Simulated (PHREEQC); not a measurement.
A column of 0.1 m (30 cells, dispersivity 0.0035 m, 720 s a shift, diffusion coefficient 3e-10 m²/s) holds 0.085 eq of the database's cation exchanger X per kg of pore water, first in equilibrium with 0.0013 mol/kgw NaCl and 1e-05 mol/kgw HCl. It is flushed with 31 mmol/kgw MgSO4, 16 mmol/kgw MnCl2 and 0.01 mmol/kgw HCl, at 25 °C. Values are for the last cell. No CO2 enters from the air. Precipitation was switched off in this run.

Base run: PHREEQC, ion-association model, phreeqc.dat. Each further column changes one thing. The table gives Na in solution (mol/kgw).

```tsv
pore volumes	base	exchange capacity from 0.085 to 0.043 eq/kgw	dispersivity from 0.0035 to 0.007 m
0	0.00130	0.00130	0.00130
0.4167	0.00134	0.00134	…
0.95	0.0455	0.0455	…
1.35	0.0844	…	0.0794
1.75	0.0740	0.00684	0.0525
2.283	0.00519	0.000394	0.0102
2.683	0.000699	4.30e-5	…
3.083	9.39e-5	4.50e-6	0.000933
3.617	6.40e-6	…	…
4.017	8.45e-7	…	5.92e-5
```

Question: What belongs in the gaps?

Answer: 
- 0.4167, dispersivity from 0.0035 to 0.007 m: 0.00228
- 0.95, dispersivity from 0.0035 to 0.007 m: 0.0492
- 1.35, exchange capacity from 0.085 to 0.043 eq/kgw: 0.0508
- 2.683, dispersivity from 0.0035 to 0.007 m: 0.00307
- 3.617, exchange capacity from 0.085 to 0.043 eq/kgw: 2.13e-7
- 3.617, dispersivity from 0.0035 to 0.007 m: 0.000193
- 4.017, exchange capacity from 0.085 to 0.043 eq/kgw: 2.12e-8
